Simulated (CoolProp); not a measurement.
Vapour-liquid equilibrium of propane (1) + n-butane (2) at 0.0293 MPa; x and y are mole fractions of (1).

Values from CoolProp's multi-fluid Helmholtz-energy mixture model, Lemmon 2009 and Bücker 2006; pair parameters Kunz 2012.

| x | bubble temperature (K) | y at the bubble point | dew temperature at overall composition x (K) | liquid density (mol/L) |
|---|---|---|---|---|
| 0.05 | 239.5 | 0.235 | 243.1 | 11.02 |
| 0.15 | 232.3 | 0.530 | 241.2 | 11.34 |
| 0.25 | 226.8 | 0.697 | 239.2 | 11.63 |
| 0.35 | 222.3 | 0.798 | 237.0 | 11.92 |
| 0.45 | 218.7 | 0.863 | 234.5 | 12.20 |
| 0.55 | 215.7 | 0.908 | 231.7 | 12.48 |
| 0.65 | 213.1 | 0.939 | 228.5 | 12.76 |
| 0.75 | 210.8 | 0.963 | 224.6 | 13.05 |
| 0.85 | 208.9 | 0.980 | 219.5 | 13.35 |
| 0.95 | 207.1 | 0.994 | 212.1 | 13.65 |

No azeotrope shows between x = 0.05 and 0.95.

The pair parameters rest on a limited set of measurements; away from them the model extrapolates.
